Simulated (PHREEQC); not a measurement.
A solution holds 0.0021 mol CdCl2 and 0.0032 mol NaOH per kg of water, at 85 °C. Closed to the air; pH follows from the charge balance.

Computed with PHREEQC (ion-association model, wateq4f.dat).

This is a speciation only: nothing precipitates in the calculation.

Problem. Order these Cl species by the share of Cl that they hold, largest first: Cl-, CdCl+, CdOHCl.

Solution. Cl- (94 %), CdOHCl (5.2 %), CdCl+ (1.2 %)

Problem. Order these Cd species by the share of Cd that they hold, largest first: CdOH+, Cd(OH)2, CdCl+, CdOHCl, Cd+2.

Solution. CdOH+ (79 %), CdOHCl (10 %), Cd+2 (7.7 %), CdCl+ (2.4 %), Cd(OH)2 (0.38 %)

The pH is 9.60 and the ionic strength 0.00540 mol/kgw. Saturation is exceeded, for instance for CdOHCl; the values hold only as long as no solid forms. Constants without temperature data keep their 25 °C values here.
